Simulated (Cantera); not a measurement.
Feed: 1 mol CO2, 0.077 mol O2, 0.42 mol N2, held at 52.0 mbar.

Method: chemical equilibrium by Gibbs-energy minimisation in Cantera with the NASA 1993 tables (ideal gas, pure condensed phases). Candidate condensed phases: C; 24 gas species. Rates play no part. All values below are at 2123 K.

Base state: CO2 0.618, N2 0.273, O2 0.0661, CO 0.0367, NO 0.00348, O 0.00184 (mole fractions); condensed: gas only.

Task: What changes in the equilibrium state with this change: pressure from 52.0 mbar to 2.30 bar?

Result: 
```csv
species,before,after
CO2,0.618,0.659
N2,0.273,0.278
O2,0.0661,0.0529
CO,0.0367,0.00658
O,0.00184,0.000247
NO,0.00348,0.00314
```
